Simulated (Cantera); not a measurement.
# borazine + O₂ (boron, boron nitride and boron oxide)

Feed: 1 mol borazine, 4.5 mol O₂, at 2100 K and 10.0 Torr.

These are equilibrium values from Cantera (NASA tables, ideal gas, pure condensed phases), not measurements of a reactor. Candidate condensed phases: B, BN, B₂O₃, B₃O₃H₃, H₂O; 39 gas species. The feed counts by its element totals alone. The numbers say what is thermodynamically allowed, not how fast it happens.

```
Quantity                            Result
-------------------------------  ---------
x(HBO₂)                              0.323
x(H₂O)                               0.265
x(N₂)                                0.217
x(O₂)                                0.101
x(B₂O₃)                             0.0479
x(BO₂)                              0.0191
x(OH)                               0.0130
x(H₂)                              0.00429
x(O)                               0.00382
gas amount                       6.843 mol
log10 activity of B(s) (absent)      -8.79
```
